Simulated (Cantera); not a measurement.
A Cantera script and its output.

```python
import numpy as np
import cantera as ct

surf = ct.Interface("diamond.yaml", "diamond_100")
gas, bulk = surf.adjacent["gas"], surf.adjacent["diamond"]
k = surf.kinetics_species_index(bulk.species_names[0])
cover = ["c6HH", "c6H*", "c6*H", "c6**", "c6HM", "c6B"]

rows, drift = [], 0.0
print(f"{'xH':>10s}{'um/h':>11s}" + "".join(f"{s:>11s}" for s in cover))
for v in [0.0001, 0.00021, 0.00046, 0.00099, 0.0021, 0.0046, 0.0099, 0.021, 0.045]:
    T, P, xH, xCH3 = 1000, 1900, v, 2.9e-05
    gas.TPX = T, P, {"H": xH, "CH3": xCH3, "CH4": 0.0081, "H2": 1 - xH - xCH3 - 0.0081}
    surf.TP = bulk.TP = T, P
    surf.coverages = "c6H*:0.1, c6HH:0.9"
    surf.advance_coverages(100.0)
    before = surf.coverages
    surf.advance_coverages(100.0)
    drift = max(drift, np.max(np.abs(surf.coverages - before) / (surf.coverages + 1e-9)))
    rate = surf.net_production_rates[k] * bulk.mean_molecular_weight / bulk.density * 3.6e9
    rows.append([rate, *surf[cover].coverages])
    print(f"{v:10.4g}{rate:11.4e}" + "".join(f"{x:11.3e}" for x in rows[-1][1:]))
```

Output:

```
        xH       um/h       c6HH       c6H*       c6*H       c6**       c6HM        c6B
    0.0001 3.9398e-02  6.146e-01  1.642e-02  3.362e-01  4.763e-03  2.009e-02  1.069e-10
   0.00021 7.6167e-02  5.987e-01  1.716e-02  3.514e-01  6.558e-03  1.894e-02  2.067e-10
   0.00046 1.3069e-01  5.926e-01  1.763e-02  3.609e-01  7.990e-03  1.510e-02  3.546e-10
   0.00099 1.8747e-01  5.923e-01  1.793e-02  3.670e-01  8.865e-03  1.016e-02  5.087e-10
    0.0021 2.3233e-01  5.936e-01  1.812e-02  3.708e-01  9.350e-03  5.963e-03  6.304e-10
    0.0046 2.6226e-01  5.948e-01  1.824e-02  3.731e-01  9.613e-03  3.080e-03  7.117e-10
    0.0099 2.7828e-01  5.956e-01  1.832e-02  3.742e-01  9.741e-03  1.520e-03  7.551e-10
     0.021 2.8633e-01  5.960e-01  1.839e-02  3.748e-01  9.806e-03  7.378e-04  7.770e-10
     0.045 2.9044e-01  5.962e-01  1.850e-02  3.749e-01  9.849e-03  3.493e-04  7.881e-10
```

Cantera simulation using the Harris–Goodwin 1993 mechanism for the reconstructed diamond (100) surface; the numbers are that mechanism's predictions, not measurements.
